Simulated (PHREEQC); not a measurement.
30 mol of Arcanite (K2SO4) is brought to equilibrium with 1 kg of water, at 45 °C and several pressures. CO2 from the air is kept out. Only these solids could form: Arcanite, Misenite.

All values are PHREEQC results (Pitzer model, pitzer.dat), not measurements.

```json
[
 {"P (atm)": "1", "dissolved K (mol/kgw)": "1.63", "dissolved S (mol/kgw)": "0.816"},
 {"P (atm)": "50", "dissolved K (mol/kgw)": "1.66", "dissolved S (mol/kgw)": "0.828"},
 {"P (atm)": "100", "dissolved K (mol/kgw)": "1.68", "dissolved S (mol/kgw)": "0.839"},
 {"P (atm)": "200", "dissolved K (mol/kgw)": "1.72", "dissolved S (mol/kgw)": "0.859"},
 {"P (atm)": "300", "dissolved K (mol/kgw)": "1.75", "dissolved S (mol/kgw)": "0.878"},
 {"P (atm)": "400", "dissolved K (mol/kgw)": "1.79", "dissolved S (mol/kgw)": "0.894"},
 {"P (atm)": "500", "dissolved K (mol/kgw)": "1.82", "dissolved S (mol/kgw)": "0.908"},
 {"P (atm)": "600", "dissolved K (mol/kgw)": "1.84", "dissolved S (mol/kgw)": "0.921"},
 {"P (atm)": "800", "dissolved K (mol/kgw)": "1.88", "dissolved S (mol/kgw)": "0.941"},
 {"P (atm)": "1000", "dissolved K (mol/kgw)": "1.92", "dissolved S (mol/kgw)": "0.958"}
]
```

Away from 25 °C the constants follow the database's enthalpies or fits; those with neither stay at their 25 °C values.
